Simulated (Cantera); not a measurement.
## Abatement and gas-phase synthesis: SO₂ + O₂ + N₂

Charge: 1 mol SO₂, 0.3 mol O₂, 0.36 mol N₂, at 3002 °C.

Equilibrium computed with Cantera from the NASA thermochemical tables; the gas is ideal and each condensed phase is pure. Candidate condensed phases: S; 17 gas species. The ideal-gas law is rough above about 30 bar. Equilibrium is a limit: real reactors are often held back by kinetics, nucleation or transport.

| P (Pa) | x O | x SO₂ | x S | x N₂ | x SO | x O₂ | x NO |
|---|---|---|---|---|---|---|---|
| 10 | 0.654 | 2.58e-6 | 0.251 | 0.0894 | 0.00183 | 0.000592 | 0.00116 |
| 200 | 0.627 | 0.000872 | 0.231 | 0.0925 | 0.0323 | 0.0109 | 0.00505 |
| 3900 | 0.414 | 0.0649 | 0.104 | 0.120 | 0.187 | 0.0923 | 0.0168 |
| 77000 | 0.126 | 0.333 | 0.0146 | 0.169 | 0.158 | 0.171 | 0.0271 |
| 1500000 | 0.0288 | 0.519 | 0.00115 | 0.193 | 0.0556 | 0.173 | 0.0291 |
| 30000000 | 0.00634 | 0.580 | 6.67e-5 | 0.200 | 0.0141 | 0.167 | 0.0291 |
x: gas mole fraction; nothing condenses.

From 10.0 Pa to 300 bar nothing is condensed.
